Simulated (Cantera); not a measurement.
Cantera with NASA thermochemical tables; ideal gases at 1 bar, condensed phases pure. Values are per mole of reaction as written; species without (g) are pure solids or liquids, kept so even where they would boil at 1 bar.

P₄(g) + 10 NO(g) ⇌ P₄O₁₀ + 5 N₂(g)

| T (K) | ΔH° (kJ) | ΔS° (J/K) | ΔG° (kJ) | log10 K |
|---|---|---|---|---|
| 448 | -3978.2 | -1192.3 | -3444.1 | 401.56 |
| 473 | -3976.9 | -1189.3 | -3414.3 | 377.04 |
| 498 | [?] | [?] | [?] | [?] |
| 523 | [?] | [?] | [?] | [?] |
| 548 | [?] | [?] | [?] | [?] |
| 573 | -3969.5 | -1175.3 | -3296.1 | 300.46 |
| 598 | -3967.2 | -1171.4 | -3266.7 | 285.34 |
| 623 | -3964.8 | -1167.3 | -3237.5 | 271.44 |
| 648 | -3962.1 | -1163.2 | -3208.4 | 258.62 |
| 673 | -3959.3 | -1159.0 | -3179.3 | 246.76 |

Task: Complete the blanks.

Result: 
- 498, ΔH° (kJ): -3975.3
- 498, ΔS° (J/K): -1186.1
- 498, ΔG° (kJ): -3384.6
- 498, log10 K: 355.00
- 523, ΔH° (kJ): -3973.6
- 523, ΔS° (J/K): -1182.7
- 523, ΔG° (kJ): -3355.0
- 523, log10 K: 335.07
- 548, ΔH° (kJ): -3971.6
- 548, ΔS° (J/K): -1179.1
- 548, ΔG° (kJ): -3325.5
- 548, log10 K: 316.98
